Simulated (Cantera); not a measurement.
Cantera run:

```python
import numpy as np
import cantera as ct

gas_names = """
    H H2 N NH NH2 NH3 N2 N2H2 N2H4 Si SiH SiH2 SiH3 SiH4 SiN Si2 Si2N Si3
""".split()
cond_names = """
    Si(cr) Si(L) Si3N4(a)
""".split()


# ... load() reads the species with a 1 bar reference pressure and builds the phases ...
atoms = {
    'trisilylamine': {'Si': 3, 'N': 1, 'H': 9},
    'N2': {'N': 2},
}
top_T = {'Si3N4(a)': 2400}  # K; cautious upper limits of use, not melting points


# ... equilibrate(T, P, feed) seeds the gas with the atoms and calls Mixture.equilibrate('TP', solver="vcs", rtol=1e-11, max_steps=5000) ...
results = []
feed = {'trisilylamine': 1, 'N2': 22}  # mol
P = 140  # Pa
for T in [1600, 1625, 1650, 1675, 1700, 1725, 1750, 1775, 1800, 1825, 1850, 1875]:
    mix = equilibrate(T, P, feed)
    results.append((T, P, feed, dict(zip(mix.species_names, mix.species_moles))))

top = {s: max(r[3][s] / sum(r[3][g] for g in gas_names) for r in results) for s in gas_names}
cols = sorted((s for s in top if top[s] > 0.0001), key=lambda s: -top[s])[:9]
seen = [c for c in cond_names if any(r[3].get(c, 0) > 1e-12 for r in results)]
print("log10 of partial pressures in bar; condensed amounts in mol")
print(f"{'T/K':>10s}" + "".join(f"{s[:9]:>10s}" for s in cols + seen))
for T, P, feed, n in results:
    ng = sum(n[g] for g in gas_names)
    print(f"{T:10.4g}" + "".join(f"{np.log10(max(n[s] / ng * P / 1e5, 1e-99)):10.3f}" for s in cols)
          + "".join(f"{n.get(c, 0):10.4g}" for c in seen))
```

Output:

```
log10 of partial pressures in bar; condensed amounts in mol
       T/K        N2        H2         H        Si      Si2N     Si(L)  Si3N4(a)
      1600    -2.940    -3.600    -6.064    -7.400    -9.100         0    0.9997
      1625    -2.940    -3.600    -5.951    -7.055    -8.660         0    0.9994
      1650    -2.940    -3.600    -5.842    -6.719    -8.235         0    0.9987
      1675    -2.940    -3.601    -5.735    -6.394    -7.822         0    0.9973
      1700    -2.934    -3.635    -5.649    -6.168    -7.596     2.985         0
      1725    -2.934    -3.635    -5.549    -5.993    -7.470     2.978         0
      1750    -2.934    -3.636    -5.452    -5.824    -7.348     2.968         0
      1775    -2.934    -3.638    -5.357    -5.659    -7.229     2.953         0
      1800    -2.935    -3.639    -5.266    -5.498    -7.113     2.932         0
      1825    -2.936    -3.641    -5.177    -5.342    -7.001     2.904         0
      1850    -2.936    -3.643    -5.090    -5.191    -6.892     2.864         0
      1875    -2.938    -3.646    -5.006    -5.043    -6.786     2.809         0
```

These are equilibrium values from Cantera (NASA tables, ideal gas, pure condensed phases), not measurements of a reactor. The feed counts by its element totals alone. The tables' values for SiN are old estimates; treat these amounts as uncertain.
